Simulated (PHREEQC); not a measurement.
A column of 1 m (40 cells, dispersivity 0.035 m, 300 s a shift, diffusion coefficient 3e-10 m²/s) holds 0.00047 eq of the database's cation exchanger X per kg of pore water, first in equilibrium with 0.098 mmol/kgw PbCl2, 13 mmol/kgw BaCl2 and 0.01 mmol/kgw HCl. It is flushed with 0.00039 mol/kgw NaCl and 1e-05 mol/kgw HCl, at 25 °C. Values are for the last cell. CO2 from the air is kept out. Nothing may precipitate in this run.

The series has 34 steps of pore volumes, from 0 to 4.963.

Computed with PHREEQC (ion-association model, phreeqc.dat).

After how many pore volumes does Na at the outlet first reach half of its feed value?

By 1.1 pore volumes.
